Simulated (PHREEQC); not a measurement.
A solution holds 6.4 mmol/kgw Cu(BF4)2, 0.063 mmol/kgw H2SO4 and 1 mmol/kgw NaCl, at 25 °C. Closed to the air; pH follows from the charge balance.

The numbers come from PHREEQC with the ion-association model, phreeqc.dat.

Each row changes one thing in this solution. Precipitation was switched off in this run.

```
case                                      pH  ionic strength (mol/kgw)  BF4- (mol/kgw)  HF (mol/kgw)  F- (mol/kgw)  H3BO3 (mol/kgw)  SI of Halite (NaCl)
--------------------------------------  ----  ------------------------  --------------  ------------  ------------  ---------------  -------------------
as made                                 2.89                    0.0213          0.0103       0.00394       0.00237          0.00123                -7.70
diluted 10-fold with water              3.11                   0.00282        0.000359       0.00173             …         0.000783                -9.62
H2SO4 left out                          2.91                    0.0213          0.0103             …       0.00244          0.00123                -7.70
diluted 2-fold with water               2.96                    0.0111         0.00453       0.00319       0.00217          0.00113                -8.27
H2SO4 from 6.3e-05 to 1.26e-05 mol/kgw  2.90                    0.0213          0.0103             …       0.00242          0.00123                -7.70
diluted 100-fold with water             3.61                  0.000452         6.62e-9      0.000135      0.000376         0.000128                    …
```

Task: Fill in the missing entries.

Result: 
- diluted 10-fold with water, F- (mol/kgw): 0.00157
- H2SO4 left out, HF (mol/kgw): 0.00390
- H2SO4 from 6.3e-05 to 1.26e-05 mol/kgw, HF (mol/kgw): 0.00391
- diluted 100-fold with water, SI of Halite (NaCl): -11.59

Species that the database lacks are ignored. Real BF4- forms and hydrolyses slowly; the run takes it at equilibrium.
